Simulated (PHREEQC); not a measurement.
Solution (20 °C): 9.1 mmol/kgw CdSO4, 26 mmol/kgw KCl, 19 mmol/kgw NiCl2 and 1.1 mmol/kgw Na2CO3. Closed to the air; pH follows from the charge balance.

Equilibrium calculation in PHREEQC: ion-association model, wateq4f.dat.

Precipitation was switched off in this run.

### Question
Order these Ni species by the share of Ni that they hold, largest first: NiCl2, NiSO4, NiCO3, NiCl+, Ni+2.

### Answer
Ni+2 (78 %), NiSO4 (12 %), NiCO3 (5.5 %), NiCl+ (4.1 %), NiCl2 (0.51 %)

### Question
Order these Cd species by the share of Cd that they hold, largest first: CdCl2, CdSO4, Cd+2, CdCl+, Cd(SO4)2-2.

### Answer
CdCl+ (56 %), Cd+2 (28 %), CdCl2 (7.7 %), CdSO4 (6.6 %), Cd(SO4)2-2 (0.44 %)

The pH is 7.41 and the ionic strength 0.0914 mol/kgw. Saturation is exceeded, for instance for Ni(OH)2, Otavite; the values hold only as long as no solid forms. Complexes and solids missing from the database can't appear.
